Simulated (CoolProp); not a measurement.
R1234yf along the isotherm 309 K: density (kg/m³) from the reference equation and from simpler models built on Tc = 367.8 K, pc = 3.384 MPa, ω = 0.276; each cubic takes its own stable root.

Model: reference Helmholtz-energy equation of state, Lemmon 2022, in CoolProp.

| p (MPa) | phase | reference |
|---|---|---|
| 1.54 | liquid | 1056 |
| 3.08 | liquid | 1070 |
| 4.62 | liquid | 1081 |
| 6.15 | liquid | 1092 |
| 7.69 | liquid | 1102 |
| 9.23 | liquid | 1111 |
| 10.8 | liquid | 1119 |
| 12.3 | liquid | 1127 |
| 13.8 | liquid | 1134 |
| 15.4 | liquid | 1142 |
| 16.9 | liquid | 1148 |

### Question
How far does each simpler model (van der Waals, Redlich-Kwong, Soave-Redlich-Kwong, Peng-Robinson) lie from the reference over these 11 states: mean and median of the absolute difference, and the worst?

### Answer
- van der Waals: mean 41.0 %, median 35.7 %, worst -91.1 % at 309 K and 1.54 MPa
- Redlich-Kwong: mean 13.4 %, median 12.9 %, worst -17.9 % at 309 K and 1.54 MPa
- Soave-Redlich-Kwong: mean 10.5 %, median 10.3 %, worst -13.2 % at 309 K and 1.54 MPa
- Peng-Robinson: mean 1.3 %, median 1.4 %, worst +2.4 % at 309 K and 16.9 MPa

At some of these states van der Waals gives the other phase, because its saturation line lies elsewhere.
